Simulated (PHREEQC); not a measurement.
Make-up at 25 °C: 0.0046 mol HBr and 0.0056 mol MgCl2 per kg of water. It is in equilibrium with CO2 at log p = -2 (atm). Otherwise closed; pH follows from the charge balance.

Computed with PHREEQC (ion-association model, phreeqc.dat).

Each row changes one thing in this solution. This is a speciation only: nothing precipitates in the calculation.

```
case                            pH  HCO3- (mol/kgw)  (CO2)2 (mol/kgw)  MgHCO3+ (mol/kgw)
----------------------------  ----  ---------------  ----------------  -----------------
as made                       2.39          4.25e-8           2.11e-9            1.65e-9
temperature from 25 to 75 °C  2.39          1.84e-8           1.13e-9            1.04e-9
0.0002 mol/kgw H2SO4 added    2.36          3.94e-8           2.11e-9            1.51e-9
temperature from 25 to 20 °C  2.39          4.56e-8           2.36e-9            1.74e-9
0.00046 mol/kgw Na2CO3 added  2.49          5.31e-8           2.11e-9            2.06e-9
diluted 100-fold with water   4.32          3.18e-6           2.13e-9            1.95e-9
temperature from 25 to 65 °C  2.39          2.20e-8           1.22e-9            1.12e-9
```

Complexes and solids missing from the database can't appear. Constants without temperature data keep their 25 °C values here.
